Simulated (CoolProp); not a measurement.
Acetone at several states: Z from the reference equation and from simpler models built on Tc = 508.1 K, pc = 4.692 MPa, ω = 0.307; each cubic takes its own stable root.

Model: reference Helmholtz-energy equation of state, Lemmon 2006, in CoolProp. It is a short technical equation, of lower accuracy than the large ones.

| T (K) | p (MPa) | phase | reference | Redlich-Kwong | Soave-Redlich-Kwong | Peng-Robinson |
|---|---|---|---|---|---|---|
| 194.9 | 0.84 | liquid | 0.03361 | 0.04499 | 0.04432 | 0.03955 |
| 352.9 | 0.0108 | gas | 0.9962 | 0.9978 | 0.9975 | 0.9974 |
| 233.7 | 4.39 | liquid | 0.1531 | 0.2031 | 0.1989 | 0.1772 |
| 351.8 | 0.252 | liquid | 0.006935 | 0.9468 | (withheld) | 0.007831 |
| 392.1 | 0.155 | gas | (withheld) | (withheld) | (withheld) | (withheld) |
| 401.6 | 4.06 | liquid | 0.1066 | 0.1439 | (withheld) | 0.1209 |

Problem. What belongs in the gaps?

Solution. 
- 351.8, Soave-Redlich-Kwong: 0.008862
- 392.1, reference: 0.9644
- 392.1, Redlich-Kwong: 0.9763
- 392.1, Soave-Redlich-Kwong: 0.9737
- 392.1, Peng-Robinson: 0.9721
- 401.6, Soave-Redlich-Kwong: 0.1369

At some of these states Redlich-Kwong gives the other phase, because its saturation line lies elsewhere.
